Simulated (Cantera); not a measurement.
Charge: 1 mol Si, 0.016 mol O₂, 210 mol H₂, equilibrated at 1575 K.

Method: chemical equilibrium by Gibbs-energy minimisation in Cantera with the NASA 1993 tables (ideal gas, pure condensed phases). Candidate condensed phases: H₂O, Si, SiO₂; 18 gas species. The numbers say what is thermodynamically allowed, not how fast it happens.

Q: At 2400 Pa, list the 3 most abundant gas species with their mole fractions, and the condensed phases.

A: H₂ 1.000, H 0.000268, SiO 0.000152. Condensed: Si(s).
